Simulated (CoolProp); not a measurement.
Saturation properties of n-perfluorohexane.

Model: reference Helmholtz-energy equation of state, Gao 2022, in CoolProp.

| T (K) | p (bar) | liquid density (kg/m³) | vapour density (kg/m³) | enthalpy of vaporisation (kJ/kg) | liquid cp (kJ/(kg K)) |
|---|---|---|---|---|---|
| 288.7 | 0.1911 | 1703 | 2.741 | … | 1.032 |
| 294.2 | 0.2467 | 1687 | 3.485 | 94.12 | 1.041 |
| 299.6 | 0.3133 | 1672 | 4.365 | 92.74 | 1.049 |
| 305.1 | … | 1656 | 5.435 | 91.32 | … |
| 310.5 | 0.4916 | 1640 | 6.680 | 89.90 | 1.066 |
| 316 | 0.6080 | 1623 | 8.172 | 88.43 | 1.075 |
| 321.4 | 0.7425 | 1606 | 9.883 | 86.96 | 1.084 |
| 326.9 | … | … | 11.91 | 85.43 | 1.093 |
| 332.3 | 1.085 | 1572 | 14.20 | 83.90 | 1.101 |
| 337.8 | 1.298 | … | 16.89 | 82.30 | 1.111 |
| 343.3 | … | 1536 | 19.98 | 80.65 | 1.120 |
| 348.7 | 1.817 | 1517 | 23.44 | 78.99 | 1.129 |
| 354.2 | 2.133 | 1498 | 27.45 | 77.24 | 1.139 |
| 359.6 | 2.482 | 1478 | 31.92 | 75.47 | 1.149 |
| 365.1 | 2.881 | 1458 | 37.09 | … | 1.160 |

### Question
Complete the blanks.

### Answer

- 288.7, enthalpy of vaporisation (kJ/kg): 95.51
- 305.1, p (bar): 0.3952
- 305.1, liquid cp (kJ/(kg K)): 1.058
- 326.9, p (bar): 0.9025
- 326.9, liquid density (kg/m³): 1589
- 337.8, liquid density (kg/m³): 1554
- 343.3, p (bar): 1.543
- 365.1, enthalpy of vaporisation (kJ/kg): 73.60

It boils at 330.3 K under 1 atm.
